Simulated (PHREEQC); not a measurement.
A PHREEQC speciation (ion-association model, wateq4f.dat) at 25 °C gives pH 5.86 and these molalities:

```csv
species,mol/kgw
SO4-2,0.0751
Fe+2,0.0628
FeSO4,0.0572
Ni+2,0.00950
NiSO4,0.00947
Na+,0.00639
NaSO4-,0.000608
Ni(SO4)2-2,3.55e-5
FeOH+,5.80e-6
HSO4-,3.64e-6
H+,1.78e-6
FeHSO4+,7.63e-7
NiOH+,3.71e-7
```

### Question
What are the element totals, and what could have been dissolved in 1 kg of water to give them?

### Answer
This is not unique; one that fits is totals Fe(2) 0.120, Na 0.00700, Ni 0.0190, S(6) 0.142 mol/kgw, from 0.019 mol NiSO4, 0.0035 mol Na2SO4 and 0.12 mol FeSO4 per kg of water.

This is a speciation only: nothing precipitates in the calculation.
